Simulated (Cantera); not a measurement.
A closed system holds: 1 mol C₂H₂, 1.2 mol O₂, 1.9 mol H₂, held at 2925 K and 10.0 mbar.

Cantera equilibrium calculation (NASA polynomials, part measured and part estimated; ideal gas, pure solids and liquids). Candidate condensed phases: C, C₆H₆, C₇H₈, C₈H₁₈, H₂O; 110 gas species. Kinetics and transport are ignored.

Base state: H 0.495, CO 0.290, H₂ 0.158, O 0.0262, H₂O 0.0137, OH 0.0135, CO₂ 0.00348, O₂ 0.000907 (mole fractions); condensed: gas only.

### Question
What changes in the equilibrium state with this change: temperature from 2925 K to 2423 K?

### Answer
| species | before | after |
|---|---|---|
| H₂ | 0.158 | 0.432 |
| CO | 0.290 | 0.374 |
| H | 0.495 | 0.117 |
| O | 0.0262 | 0.000583 |
| H₂O | 0.0137 | 0.0636 |
| OH | 0.0135 | 0.00324 |
| O₂ | 0.000907 | 3.54e-5 |
| CO₂ | 0.00348 | 0.00920 |

### Question
What changes in the equilibrium state with this change: C₂H₂ replaced by CH₃OH?

### Answer
```tsv
species	before	after
H	0.495	0.473
H₂	0.158	0.144
O	0.0262	0.123
CO	0.290	0.114
OH	0.0135	0.0606
O₂	0.000907	0.0200
H₂O	0.0137	0.0589
CO₂	0.00348	0.00644
```
